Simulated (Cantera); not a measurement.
Thermodynamics of silicon carbide growth, feed SiHCl₃ + C₂H₄ + H₂ + C₃H₈

Input: 1 mol SiHCl₃, 0.01 mol C₂H₄, a varied amount of H₂, 0.042 mol C₃H₈, held at 1325 K and 10000 Pa.

Method: chemical equilibrium by Gibbs-energy minimisation in Cantera with the NASA 1993 tables (ideal gas, pure condensed phases). Candidate condensed phases: C, C₆H₆, C₇H₈, C₈H₁₈, Si, SiC; 109 gas species. Mutual solubility and eutectic melting of coexisting phases are not modelled. The tables' values for SiCl₃ are old estimates; treat these amounts as uncertain. Rates play no part.

| n(H₂) (mol) | x H₂ | x HCl | x SiCl₂ | x SiCl₄ | x SiCl₃ | x SiHCl₃ | n Si(s) | n SiC(s) |
|---|---|---|---|---|---|---|---|---|
| 5.7 | 0.788 | 0.112 | 0.0434 | 0.0301 | 0.0155 | 0.0109 | 0.0991 | 0.146 |
| 8.8 | 0.835 | 0.0989 | 0.0321 | 0.0165 | 0.00987 | 0.00712 | 0.149 | 0.146 |
| 14 | 0.877 | 0.0838 | 0.0219 | 0.00768 | 0.00557 | 0.00411 | 0.222 | 0.146 |
| 21 | 0.906 | 0.0700 | 0.0148 | 0.00351 | 0.00309 | 0.00232 | 0.302 | 0.146 |
| 33 | 0.932 | 0.0549 | 0.00887 | 0.00126 | 0.00143 | 0.00109 | 0.406 | 0.146 |
| 52 | 0.953 | 0.0410 | 0.00484 | 0.000374 | 0.000577 | 0.000445 | 0.512 | 0.146 |
| 81 | 0.967 | 0.0295 | 0.00247 | 9.75e-5 | 0.000211 | 0.000163 | 0.606 | 0.146 |
| 130 | 0.979 | 0.0200 | 0.00112 | 2.00e-5 | 6.42e-5 | 5.01e-5 | 0.686 | 0.146 |
| 200 | 0.986 | 0.0137 | 0.000518 | 4.29e-6 | 2.02e-5 | 1.59e-5 | 0.739 | 0.146 |
| 310 | 0.991 | 0.00911 | 0.000229 | 8.40e-7 | 5.96e-6 | 4.68e-6 | 0.778 | 0.145 |
| 480 | 0.994 | 0.00601 | 9.95e-5 | 1.58e-7 | 1.70e-6 | 1.34e-6 | 0.804 | 0.145 |
| 740 | 0.996 | 0.00395 | 4.30e-5 | 2.95e-8 | 4.83e-7 | 3.80e-7 | 0.822 | 0.144 |
x: gas mole fraction; n: condensed amount in mol.

From 5.7 mol H₂ to 740 mol H₂ the condensed part is Si(s) + SiC(s). The main Si-bearing gas is SiCl₂ throughout. The share of Si in condensed phases is highest at 740 mol H₂ (96.7 %) and lowest at 5.7 mol H₂ (24.5 %).
